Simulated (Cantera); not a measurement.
A closed system holds: 1 mol B, 0.28 mol NH3, 1.8 mol N2, held at 1823 K and 133 Pa.

Method: chemical equilibrium by Gibbs-energy minimisation in Cantera with the NASA 1993 tables (ideal gas, pure condensed phases). Candidate condensed phases: B, BN; 15 gas species. Kinetics and transport are ignored.

Q: What is the equilibrium state?

A: 
```json
{
  "x(N2)": "0.772",
  "x(H2)": "0.222",
  "x(H)": "0.00560",
  "x(BH2)": "2.70e-6",
  "n(BN(s))": "1.000 mol",
  "gas_amount": "1.865 mol",
  "log10 activity of B(s) (absent)": "-1.10"
}
```
